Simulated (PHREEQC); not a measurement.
Make-up at 25 °C: 8.1 mmol/kgw Pb(NO3)2 and 14 mmol/kgw HNO3. Closed to the air; pH follows from the charge balance.

Computed with PHREEQC (ion-association model, phreeqc.dat).

Question: The ionic strength comes out as 0.0355 mol/kgw. What activity coefficients do Pb+2, NO3-, H+, PbNO3+ get?

Answer: Pb+2 0.50, NO3- 0.83, H+ 0.87, PbNO3+ 0.84.

Precipitation was switched off in this run.
